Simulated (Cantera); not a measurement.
A Cantera script and what it prints.

```python
import numpy as np
import cantera as ct

gas_names = """
    CL CL2 H HCL H2 Si SiCL SiCL2 SiCL3 SiCL4 SiH SiHCL3 SiH2 SiH2CL2 SiH3 SiH3CL SiH4 Si2 Si3
""".split()
cond_names = """
    Si(cr) Si(L)
""".split()


# ... load() reads the species with a 1 bar reference pressure and builds the phases ...
atoms = {
    'SiCl4': {'Si': 1, 'CL': 4},
    'HCl': {'H': 1, 'CL': 1},
    'H2': {'H': 2},
}
top_T = {}  # K; cautious upper limits of use, not melting points


# ... equilibrate(T, P, feed) seeds the gas with the atoms and calls Mixture.equilibrate('TP', solver="vcs", rtol=1e-11, max_steps=5000) ...
results = []
feed = {'SiCl4': 1, 'HCl': 0.045, 'H2': 66}  # mol
for P in [100, 300, 880, 2600, 7700, 23000, 68000, 200000]:
    for T in [998, 1073, 1148, 1223, 1298, 1373, 1448, 1523, 1598, 1673, 1748]:
        mix = equilibrate(T, P, feed)
        results.append((T, P, feed, dict(zip(mix.species_names, mix.species_moles))))

for T, P, feed, n in results:
    print(f"{T:7g} {P:10.4g}  " + (" + ".join(c for c in cond_names if n.get(c, 0) > 1e-12) or "gas only"))
```

It prints:

```
    998        100  Si(cr)
   1073        100  Si(cr)
   1148        100  Si(cr)
   1223        100  Si(cr)
   1298        100  Si(cr)
   1373        100  Si(cr)
   1448        100  Si(cr)
   1523        100  Si(cr)
   1598        100  Si(cr)
   1673        100  Si(cr)
   1748        100  Si(L)
    998        300  Si(cr)
   1073        300  Si(cr)
   1148        300  Si(cr)
   1223        300  Si(cr)
   1298        300  Si(cr)
   1373        300  Si(cr)
   1448        300  Si(cr)
   1523        300  Si(cr)
   1598        300  Si(cr)
   1673        300  Si(cr)
   1748        300  Si(L)
    998        880  Si(cr)
   1073        880  Si(cr)
   1148        880  Si(cr)
   1223        880  Si(cr)
   1298        880  Si(cr)
   1373        880  Si(cr)
   1448        880  Si(cr)
   1523        880  Si(cr)
   1598        880  Si(cr)
   1673        880  Si(cr)
   1748        880  Si(L)
    998       2600  Si(cr)
   1073       2600  Si(cr)
   1148       2600  Si(cr)
   1223       2600  Si(cr)
   1298       2600  Si(cr)
   1373       2600  Si(cr)
   1448       2600  Si(cr)
   1523       2600  Si(cr)
   1598       2600  Si(cr)
   1673       2600  Si(cr)
   1748       2600  Si(L)
    998       7700  Si(cr)
   1073       7700  Si(cr)
   1148       7700  Si(cr)
   1223       7700  Si(cr)
   1298       7700  Si(cr)
   1373       7700  Si(cr)
   1448       7700  Si(cr)
   1523       7700  Si(cr)
   1598       7700  Si(cr)
   1673       7700  Si(cr)
   1748       7700  Si(L)
    998    2.3e+04  Si(cr)
   1073    2.3e+04  Si(cr)
   1148    2.3e+04  Si(cr)
   1223    2.3e+04  Si(cr)
   1298    2.3e+04  Si(cr)
   1373    2.3e+04  Si(cr)
   1448    2.3e+04  Si(cr)
   1523    2.3e+04  Si(cr)
   1598    2.3e+04  Si(cr)
   1673    2.3e+04  Si(cr)
   1748    2.3e+04  Si(L)
    998    6.8e+04  gas only
   1073    6.8e+04  Si(cr)
   1148    6.8e+04  Si(cr)
   1223    6.8e+04  Si(cr)
   1298    6.8e+04  Si(cr)
   1373    6.8e+04  Si(cr)
   1448    6.8e+04  Si(cr)
   1523    6.8e+04  Si(cr)
   1598    6.8e+04  Si(cr)
   1673    6.8e+04  Si(cr)
   1748    6.8e+04  Si(L)
    998      2e+05  gas only
   1073      2e+05  gas only
   1148      2e+05  Si(cr)
   1223      2e+05  Si(cr)
   1298      2e+05  Si(cr)
   1373      2e+05  Si(cr)
   1448      2e+05  Si(cr)
   1523      2e+05  Si(cr)
   1598      2e+05  Si(cr)
   1673      2e+05  Si(cr)
   1748      2e+05  Si(L)
```

Cantera equilibrium calculation (NASA polynomials, part measured and part estimated; ideal gas, pure solids and liquids). The tables' values for SiCl3 are old estimates.
